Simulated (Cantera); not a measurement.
# Transport properties of process gases

Gas mixture: NO = 0.41 (molar parts), at 1.00 bar, frozen composition.

Cantera's kinetic-theory transport with the Lennard-Jones parameters of GRI-Mech 3.0, ideal gas; thermal conductivity in the mixture-averaged form. The composition is frozen, though it would react at the higher temperatures.

| T (K) | ρ (kg/m³) | cp (J/kg/K) | μ (µPa s) | λ (mW/m/K) | Pr | D (cm²/s) H | D (cm²/s) CO₂ | D (cm²/s) OH |
|---|---|---|---|---|---|---|---|---|
| 400 | 0.902 | 998.6 | 23.1 | 32.4 | 0.712 | 2.06 | 0.264 | 0.524 |
| 500 | 0.722 | 1016 | 27.0 | 38.8 | 0.708 | 3.03 | 0.393 | 0.766 |
| 600 | 0.601 | 1041 | 30.6 | 45.1 | 0.706 | 4.14 | 0.540 | 1.04 |
| 700 | 0.516 | 1067 | 34.0 | 51.3 | 0.707 | 5.38 | 0.704 | 1.35 |
| 800 | 0.451 | 1092 | 37.1 | 57.3 | 0.708 | 6.75 | 0.885 | 1.69 |
| 900 | 0.401 | 1114 | 40.1 | 63.0 | 0.708 | 8.22 | 1.08 | 2.06 |
| 1000 | 0.361 | 1133 | 42.9 | 68.6 | 0.709 | 9.81 | 1.29 | 2.45 |
| 1100 | 0.328 | 1147 | 45.7 | 74.1 | 0.707 | 11.5 | 1.52 | 2.87 |
D: mixture-averaged diffusion coefficient of that species in the mixture.
